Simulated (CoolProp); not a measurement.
R124 along the isotherm 283.5 K: density (kg/m³) from the reference equation and from simpler models built on Tc = 395.4 K, pc = 3.624 MPa, ω = 0.288; each cubic takes its own stable root.

Computed with CoolProp (reference Helmholtz-energy equation of state, de Vries 1995).

| p (MPa) | phase | reference | van der Waals | Redlich-Kwong | Soave-Redlich-Kwong | Peng-Robinson |
|---|---|---|---|---|---|---|
| 0.00573 | gas | 0.3323 | 0.3321 | 0.3322 | 0.3323 | 0.3323 |
| 0.00841 | gas | 0.4882 | 0.4877 | 0.4879 | 0.4880 | 0.4881 |
| 0.0123 | gas | 0.7148 | 0.7137 | 0.7142 | 0.7145 | 0.7146 |
| 0.0181 | gas | 1.054 | 1.051 | 1.053 | 1.053 | 1.053 |
| 0.0266 | gas | 1.553 | 1.547 | 1.550 | 1.551 | 1.552 |
| 0.039 | gas | 2.285 | 2.274 | 2.279 | 2.282 | 2.283 |
| 0.0573 | gas | 3.377 | 3.352 | 3.364 | 3.369 | 3.372 |
| 0.0841 | gas | 4.999 | 4.945 | 4.970 | 4.983 | 4.989 |
| 0.123 | gas | 7.407 | 7.285 | 7.342 | 7.369 | 7.382 |
| 0.181 | gas | 11.12 | 10.84 | 10.97 | 11.03 | 11.06 |
| 0.266 | liquid | 1404 | 16.21 | 16.51 | 1281 | 1451 |
| 0.39 | liquid | 1405 | 24.40 | 1222 | 1282 | 1452 |
| 0.573 | liquid | 1406 | 37.46 | 1224 | 1283 | 1453 |
| 0.841 | liquid | 1407 | 846.1 | 1226 | 1285 | 1455 |
| 1.23 | liquid | 1408 | 850.8 | 1230 | 1288 | 1458 |
| 1.81 | liquid | 1411 | 857.3 | 1235 | 1291 | 1461 |

At some of these states van der Waals, Redlich-Kwong gives the other phase, because its saturation line lies elsewhere.
